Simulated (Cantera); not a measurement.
## Equilibrium for hydrogen reduction and annealing atmospheres: PbS + H₂ + N₂

Charge: 1 mol PbS, 14 mol H₂, 36 mol N₂, held at 1473 K.

Cantera equilibrium calculation (NASA polynomials, part measured and part estimated; ideal gas, pure solids and liquids). Candidate condensed phases: Pb, PbS, S; 18 gas species. Rates play no part.

```tsv
P (Pa)	log p N₂	log p H₂	log p Pb	log p H₂S	log p PbS	log p S₂	n Pb(l)
10	-4.15	-4.57	-5.80	-7.03	-6.42	-6.16	0
52	-3.44	-3.85	-5.16	-6.01	-5.48	-5.56	0
270	-2.72	-3.14	-4.55	-5.04	-4.61	-5.05	0
1400	-2.01	-2.42	-3.93	-4.14	-3.81	-4.68	0
7200	-1.29	-1.71	-3.27	-3.34	-3.06	-4.49	0
37000	-0.58	-1.00	-2.58	-2.60	-2.33	-4.43	0
190000	0.13	-0.29	-1.88	-1.88	-1.62	-4.41	0
1000000	0.85	0.42	-1.73	-0.88	-1.18	-3.84	0.575
```
log p: log10 of the partial pressure in bar; n: condensed amount in mol.

From 0.000100 bar to 1.90 bar nothing is condensed. At 10.0 bar the condensed part is Pb(l). The main Pb-bearing gas is Pb at 0.000100 bar and PbS at 10.0 bar.
